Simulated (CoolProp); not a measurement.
Vapour-liquid equilibrium of isobutene (1) + n-octane (2) at 2.9 bar; x and y are mole fractions of (1).

Computed with CoolProp (multi-fluid Helmholtz-energy mixture model, Lemmon 2005 and Beckmüller 2019; pair parameters Bell 2016).

| x | bubble temperature (K) | y at the bubble point | dew temperature at overall composition x (K) | liquid density (mol/L) |
|---|---|---|---|---|
| 0.05 | 416.8 | 0.437 | 439.0 | 5.303 |
| 0.125 | 386.6 | 0.762 | 435.3 | 5.753 |
| 0.2 | 365.4 | 0.886 | 431.3 | 6.147 |
| 0.275 | 350.4 | 0.938 | 427.1 | 6.511 |
| 0.35 | 339.3 | 0.963 | 422.5 | 6.864 |
| 0.425 | 330.6 | 0.977 | 417.6 | 7.220 |
| 0.5 | 323.5 | 0.985 | 412.2 | 7.585 |
| 0.575 | 317.7 | 0.990 | 406.2 | 7.964 |
| 0.65 | 312.7 | 0.994 | 399.3 | 8.361 |
| 0.725 | 308.4 | 0.996 | 391.2 | 8.779 |
| 0.8 | 304.6 | 0.998 | 381.2 | 9.221 |
| 0.875 | 301.3 | 0.999 | 367.8 | 9.687 |
| 0.95 | 298.3 | 1.000 | 345.6 | 10.18 |

No azeotrope shows between x = 0.05 and 0.95.

The pair parameters rest on a limited set of measurements; away from them the model extrapolates.
